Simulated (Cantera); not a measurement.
Feed: 1 mol C3H6, 1.5 mol CO2, 6.8 mol H2, held at 1477 °C and 10.0 Torr.

Method: chemical equilibrium by Gibbs-energy minimisation in Cantera with the NASA 1993 tables (ideal gas, pure condensed phases). Candidate condensed phases: C, C6H6, C7H8, C8H18, H2O; 110 gas species. Rates play no part.

Base state: H2 0.764, CO 0.234, H 0.00176, C2H2 (acetylene) 8.78e-5 (mole fractions); condensed: C(graphite).

What changes in the equilibrium state with this change: C3H6 replaced by C2H2?


```
species            before    after
----------------  -------  -------
H2                  0.764    0.721
CO                  0.234    0.278
H                 0.00176  0.00171
C2H2 (acetylene)  8.78e-5  8.28e-5
C(graphite), mol     1.50    0.498
```

What changes in the equilibrium state with this change: temperature from 1477 °C to 1000 °C?


```csv
species,before,after
H2,0.764,0.766
CO,0.234,0.234
CH4,7.11e-6,7.33e-5
H,0.00176,5.42e-6
C2H2 (acetylene),8.78e-5,2.85e-7
H2O,8.78e-7,2.84e-5
"C(graphite), mol",1.50,1.50
```

What changes in the equilibrium state with this change: CO2 from 1.5 to 2.8 mol?


```json
[
 {"species": "H2", "before": "0.764", "after": "0.635"},
 {"species": "CO", "before": "0.234", "after": "0.363"},
 {"species": "H", "before": "0.00176", "after": "0.00161"},
 {"species": "C2H2 (acetylene)", "before": "8.78e-5", "after": "7.30e-5"},
 {"species": "C(graphite), mol", "before": "1.50", "after": "0.198"}
]
```
